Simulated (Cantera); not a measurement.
What does this Cantera script print?

```python
import numpy as np
import cantera as ct

gas_names = [...]  # 136 gases of nasa_gas.yaml made of C, H, N, O
cond_names = """
    C(gr) C6H6(L) C7H8(L) C8H18(L),n-octa H2O(s) H2O(L)
""".split()


# ... load() reads the species with a 1 bar reference pressure and builds the phases ...
atoms = {
    'n-butane': {'C': 4, 'H': 10},
    'H2': {'H': 2},
    'N2': {'N': 2},
    'H2O': {'H': 2, 'O': 1},
}
top_T = {'C(gr)': 4500}  # K; cautious upper limits of use, not melting points


# ... equilibrate(T, P, feed) seeds the gas with the atoms and calls Mixture.equilibrate('TP', solver="vcs", rtol=1e-11, max_steps=5000) ...
results = []
feed = {'n-butane': 1, 'H2': 85, 'N2': 14, 'H2O': 0.064}  # mol
P = 100000  # Pa
for T in [825, 975, 1125, 1275, 1425, 1575, 1725, 1875, 2025, 2175, 2325, 2475]:
    mix = equilibrate(T, P, feed)
    results.append((T, P, feed, dict(zip(mix.species_names, mix.species_moles))))
    x = sorted(zip(gas.X, gas.species_names), reverse=True)
    print(f"T = {T:g} K  P = {P:g} Pa  gas = {mix.phase_moles(0):.4g} mol")
    print("   x: " + "  ".join(f"{s} {v:.3e}" for v, s in x if v > 1e-06))
    print("   condensed (mol): " + ("  ".join(f"{mix.phase(i).name} {mix.phase_moles(i):.4g}"
          for i in range(1, mix.n_phases) if mix.phase_moles(i) > 1e-12) or "none"))
```

Result:

```
T = 825 K  P = 100000 Pa  gas = 100 mol
   x: H2 8.190e-01  N2 1.397e-01  CH4 4.000e-02  NH3 6.482e-04  H2O 6.359e-04  CO 4.055e-06
   condensed (mol): none
T = 975 K  P = 100000 Pa  gas = 100.1 mol
   x: H2 8.198e-01  N2 1.398e-01  CH4 3.964e-02  H2O 3.271e-04  CO 3.118e-04  NH3 1.914e-04
   condensed (mol): none
T = 1125 K  P = 100000 Pa  gas = 102 mol
   x: H2 8.417e-01  N2 1.372e-01  CH4 2.044e-02  CO 5.950e-04  NH3 7.938e-05  H2O 3.221e-05  HCN 1.043e-05
   condensed (mol): C(gr) 1.853
T = 1275 K  P = 100000 Pa  gas = 103.4 mol
   x: H2 8.571e-01  N2 1.353e-01  CH4 6.810e-03  CO 6.127e-04  HCN 5.545e-05  NH3 4.010e-05  H2O 6.123e-06  C2H4 1.139e-06
   condensed (mol): C(gr) 3.226
T = 1425 K  P = 100000 Pa  gas = 103.8 mol
   x: H2 8.616e-01  N2 1.347e-01  CH4 2.797e-03  CO 6.148e-04  HCN 2.063e-04  NH3 2.306e-05  H 6.332e-06  C2H2,acetylene 3.037e-06  HNC 2.695e-06  C2H4 1.643e-06  H2O 1.609e-06
   condensed (mol): C(gr) 3.623
T = 1575 K  P = 100000 Pa  gas = 104 mol
   x: H2 8.630e-01  N2 1.343e-01  CH4 1.355e-03  CO 6.149e-04  HCN 5.955e-04  H 3.861e-05  C2H2,acetylene 1.821e-05  NH3 1.467e-05  HNC 1.267e-05  C2H4 2.190e-06  CH3 1.232e-06
   condensed (mol): C(gr) 3.728
T = 1725 K  P = 100000 Pa  gas = 104.1 mol
   x: H2 8.631e-01  N2 1.338e-01  HCN 1.424e-03  CH4 7.440e-04  CO 6.148e-04  H 1.725e-04  C2H2,acetylene 7.953e-05  HNC 4.534e-05  NH3 1.008e-05  CH3 3.022e-06  C2H4 2.762e-06
   condensed (mol): C(gr) 3.688
T = 1875 K  P = 100000 Pa  gas = 104.1 mol
   x: H2 8.620e-01  N2 1.329e-01  HCN 2.952e-03  CO 6.146e-04  H 6.086e-04  CH4 4.503e-04  C2H2,acetylene 2.731e-04  HNC 1.317e-04  NH3 7.332e-06  CH3 6.388e-06  C2H4 3.346e-06
   condensed (mol): C(gr) 3.51
T = 2025 K  P = 100000 Pa  gas = 104.2 mol
   x: H2 8.592e-01  N2 1.315e-01  HCN 5.462e-03  H 1.784e-03  C2H2,acetylene 7.776e-04  CO 6.142e-04  HNC 3.246e-04  CH4 2.935e-04  CH3 1.202e-05  NH3 5.567e-06  C2H4 3.920e-06
   condensed (mol): C(gr) 3.138
T = 2175 K  P = 100000 Pa  gas = 104.3 mol
   x: H2 8.536e-01  N2 1.292e-01  HCN 9.219e-03  H 4.510e-03  C2H2,acetylene 1.905e-03  HNC 7.013e-04  CO 6.133e-04  CH4 2.023e-04  CH3 2.057e-05  C2H4 4.460e-06  NH3 4.357e-06  C4H2 1.729e-06  CN 1.655e-06  C2N2 1.066e-06
   condensed (mol): C(gr) 2.478
T = 2325 K  P = 100000 Pa  gas = 104.6 mol
   x: H2 8.433e-01  N2 1.259e-01  HCN 1.441e-02  H 1.010e-02  C2H2,acetylene 4.123e-03  HNC 1.358e-03  CO 6.116e-04  CH4 1.451e-04  CH3 3.248e-05  C4H2 8.265e-06  CN 7.650e-06  C2H4 4.928e-06  NH3 3.473e-06  C2N2 3.161e-06  C2H 2.375e-06  C2H2,vinylidene 1.697e-06  CH3CN 1.055e-06
   condensed (mol): C(gr) 1.398
T = 2475 K  P = 100000 Pa  gas = 105.2 mol
   x: H2 8.271e-01  N2 1.219e-01  H 2.046e-02  HCN 2.013e-02  C2H2,acetylene 7.319e-03  HNC 2.290e-03  CO 6.084e-04  CH4 1.020e-04  CH3 4.564e-05  CN 2.782e-05  C4H2 2.673e-05  C2H 1.232e-05  C2N2 7.400e-06  C2H2,vinylidene 5.238e-06  C2H4 4.811e-06  NH3 2.800e-06  CH2 2.320e-06  C2H3,vinyl 1.181e-06  C3H3,propargyl 1.137e-06  CH3CN 1.083e-06
   condensed (mol): none
```

These are equilibrium values from Cantera (NASA tables, ideal gas, pure condensed phases), not measurements of a reactor.
